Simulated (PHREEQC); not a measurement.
## Metal-bearing waste water: speciation

Make-up at 92 °C: 0.12 mol NiSO4, 0.0009 mol MgSO4, 0.0017 mol NaH2PO4 and 0.05 mol Na2SO4 per kg of water. Closed to the air; pH follows from the charge balance.

Equilibrium calculation in PHREEQC: ion-association model, wateq4f.dat.

Precipitation was switched off in this run.

Problem. Estimate the pH.

Solution. pH 5.23.

Problem. In which forms is Ni present?

Solution. NiSO4 55 %, Ni+2 45 % of the Ni.

Species that the database lacks are ignored. H3PO4, which wateq4f.dat lacks, is added to it with the constant of phreeqc.dat. Constants without temperature data keep their 25 °C values here. The database has no phosphate complexes of Ni.
